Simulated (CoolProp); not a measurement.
Vapour-liquid equilibrium of methanol (1) + ethanol (2) at 102 kPa; x and y are mole fractions of (1).

Model: multi-fluid Helmholtz-energy mixture model, de Reuck 1993 and Schroeder 2014; pair parameters Bell 2016, in CoolProp.

```json
[
 {"x": "0.05", "bubble temperature (°C)": "77.7", "y at the bubble point": "0.082", "dew temperature at overall composition x (°C)": "78.0", "liquid density (mol/L)": "16.26"},
 {"x": "0.125", "bubble temperature (°C)": "76.4", "y at the bubble point": "0.192", "dew temperature at overall composition x (°C)": "77.2", "liquid density (mol/L)": "16.69"},
 {"x": "0.2", "bubble temperature (°C)": "(withheld)", "y at the bubble point": "0.293", "dew temperature at overall composition x (°C)": "76.4", "liquid density (mol/L)": "17.14"},
 {"x": "0.275", "bubble temperature (°C)": "74.2", "y at the bubble point": "0.384", "dew temperature at overall composition x (°C)": "75.5", "liquid density (mol/L)": "17.60"},
 {"x": "0.35", "bubble temperature (°C)": "73.1", "y at the bubble point": "0.469", "dew temperature at overall composition x (°C)": "74.6", "liquid density (mol/L)": "18.09"},
 {"x": "0.425", "bubble temperature (°C)": "72.1", "y at the bubble point": "0.549", "dew temperature at overall composition x (°C)": "73.7", "liquid density (mol/L)": "18.59"},
 {"x": "0.5", "bubble temperature (°C)": "71.1", "y at the bubble point": "0.623", "dew temperature at overall composition x (°C)": "72.7", "liquid density (mol/L)": "(withheld)"},
 {"x": "0.575", "bubble temperature (°C)": "70.1", "y at the bubble point": "0.692", "dew temperature at overall composition x (°C)": "71.8", "liquid density (mol/L)": "19.67"},
 {"x": "0.65", "bubble temperature (°C)": "69.1", "y at the bubble point": "0.758", "dew temperature at overall composition x (°C)": "70.7", "liquid density (mol/L)": "20.25"},
 {"x": "0.725", "bubble temperature (°C)": "68.1", "y at the bubble point": "0.818", "dew temperature at overall composition x (°C)": "69.6", "liquid density (mol/L)": "(withheld)"},
 {"x": "0.8", "bubble temperature (°C)": "67.2", "y at the bubble point": "0.874", "dew temperature at overall composition x (°C)": "68.4", "liquid density (mol/L)": "21.50"},
 {"x": "0.875", "bubble temperature (°C)": "66.2", "y at the bubble point": "0.925", "dew temperature at overall composition x (°C)": "67.2", "liquid density (mol/L)": "(withheld)"},
 {"x": "0.95", "bubble temperature (°C)": "65.3", "y at the bubble point": "0.972", "dew temperature at overall composition x (°C)": "(withheld)", "liquid density (mol/L)": "22.86"}
]
```

Fill in the missing entries.


- 0.2, bubble temperature (°C): 75.3
- 0.5, liquid density (mol/L): 19.12
- 0.725, liquid density (mol/L): 20.86
- 0.875, liquid density (mol/L): 22.16
- 0.95, dew temperature at overall composition x (°C): 65.7

No azeotrope shows between x = 0.05 and 0.95.

Pair parameters are fitted to limited data, so mixtures are less certain than the pure fluids.
